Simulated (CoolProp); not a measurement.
Values from CoolProp's reference Helmholtz-energy equation of state, Thol 2014.

Q: For chloromethane (R40), give the phase and the cv (kJ/(kg K)), fugacity coefficient at 76.05 °C and 19.3 MPa; 108.75 °C and 19.3 MPa.

A: 
- 76.05 °C and 19.3 MPa: liquid; cv 0.932, fugacity coefficient 0.122
- 108.75 °C and 19.3 MPa: liquid; cv 0.941, fugacity coefficient 0.201
